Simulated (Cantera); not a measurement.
A perfectly stirred reactor is fed with 23.0 % H₂, 16.2 % O₂, 60.9 % N₂, at 1000000 Pa; it is adiabatic with a 600 K inlet, and is followed from long to short residence time, starting on the burning branch (τ in s: 0.066, 0.028, 0.012, 0.005, 0.0021, 0.0009, 0.00038, 0.00016, 6.8e-05, 2.9e-05, 1.2e-05, 5.2e-06).

Model: GRI-Mech 3.0 (53 species, 325 reactions), integrated in Cantera. The hydrogen kinetics of GRI-Mech 3.0 are dated; newer H2 mechanisms differ, most at raised pressure.

x: mole fraction; the columns are a selection and need not sum to one.

```json
[
 {"τ (s)": "0.066", "T (K)": "2267", "x H₂": "0.000636", "x O₂": "0.0498", "x H": "6.60e-5", "x OH": "0.00410", "x NO": "0.00439"},
 {"τ (s)": "0.028", "T (K)": "2270", "x H₂": "0.000654", "x O₂": "0.0505", "x H": "6.87e-5", "x OH": "0.00417", "x NO": "0.00300"},
 {"τ (s)": "0.012", "T (K)": "2272", "x H₂": "0.000686", "x O₂": "0.0511", "x H": "7.31e-5", "x OH": "0.00427", "x NO": "?"},
 {"τ (s)": "0.0050", "T (K)": "2273", "x H₂": "?", "x O₂": "0.0515", "x H": "?", "x OH": "0.00441", "x NO": "?"},
 {"τ (s)": "0.0021", "T (K)": "2271", "x H₂": "0.000898", "x O₂": "0.0517", "x H": "0.000101", "x OH": "0.00464", "x NO": "0.000422"},
 {"τ (s)": "0.00090", "T (K)": "2267", "x H₂": "0.00119", "x O₂": "0.0518", "x H": "0.000144", "x OH": "0.00509", "x NO": "0.000228"},
 {"τ (s)": "0.00038", "T (K)": "2259", "x H₂": "0.00178", "x O₂": "0.0519", "x H": "0.000247", "x OH": "0.00588", "x NO": "0.000136"},
 {"τ (s)": "0.00016", "T (K)": "2243", "x H₂": "0.00287", "x O₂": "0.0520", "x H": "0.000485", "x OH": "0.00709", "x NO": "9.07e-5"},
 {"τ (s)": "6.8e-5", "T (K)": "2217", "x H₂": "0.00472", "x O₂": "0.0522", "x H": "0.00101", "x OH": "0.00867", "x NO": "6.46e-5"},
 {"τ (s)": "2.9e-5", "T (K)": "2176", "x H₂": "0.00768", "x O₂": "0.0529", "x H": "0.00210", "x OH": "0.0104", "x NO": "4.88e-5"},
 {"τ (s)": "1.2e-5", "T (K)": "2109", "x H₂": "0.0124", "x O₂": "0.0544", "x H": "0.00433", "x OH": "0.0121", "x NO": "4.03e-5"},
 {"τ (s)": "5.2e-6", "T (K)": "2017", "x H₂": "0.0192", "x O₂": "0.0572", "x H": "0.00803", "x OH": "0.0129", "x NO": "3.57e-5"}
]
```

Problem. Some entries are withheld; supply them.

Solution. 
- 0.012, x NO: 0.00172
- 0.0050, x H₂: 0.000754
- 0.0050, x H: 8.18e-5
- 0.0050, x NO: 0.000855
